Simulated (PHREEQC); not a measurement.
0.73 g of hydrous ferric oxide (600 m²/g; 0.2 weak and 0.005 strong sites per Fe, Dzombak-Morel constants, diffuse double layer) in 1 kg of water with 0.01 mol/kgw of an inert sodium salt and 0.0001 mol NaH2PO4, at 25 °C; the pH is set by adding NaOH or the inert anion's acid. Oxygen alone is held at its pressure in air (log pO2 = -0.68). The system is closed to CO2. Precipitation was switched off in this run.

Computed with PHREEQC (ion-association model, wateq4f.dat).

Q: Predict surface charge σ (C/m²), surface potential ψ (mV) at pH = 5, 8.5.

A: 
```
pH   surface charge σ (C/m²)  surface potential ψ (mV)
---  -----------------------  ------------------------
5                      0.101                       146
8.5                   -0.008                       -32
```

Species that the database lacks are ignored. H3PO4, which wateq4f.dat lacks, is added to it with the constant of phreeqc.dat. The oxide is taken as insoluble; below pH 4 it would dissolve.
